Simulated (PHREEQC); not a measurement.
Consider water at 25 °C with 0.014 mol/kgw HF, 4.1e-05 mol/kgw NH4F, 0.14 mol/kgw H2SiF6 and 0.15 mol/kgw HCl. It is in equilibrium with CO2 at log p = -3.4 (atm). Otherwise closed; pH follows from the charge balance.

Model: ion-association model, wateq4f.dat, run in PHREEQC.

Question: The ionic strength comes out as 0.568 mol/kgw. What activity coefficients do NH4+, SiF6-2, Cl-, HF2-, H+ get?

Answer: NH4+ 0.74, SiF6-2 0.21, Cl- 0.64, HF2- 0.62, H+ 0.76.

This is a speciation only: nothing precipitates in the calculation. The solution is supersaturated, for example in Quartz (slow to form), Chalcedony (slow to form), so a real one may precipitate; this is no full list. Species that the database lacks are ignored. SiF6-2 is the database's only silicon fluoride.
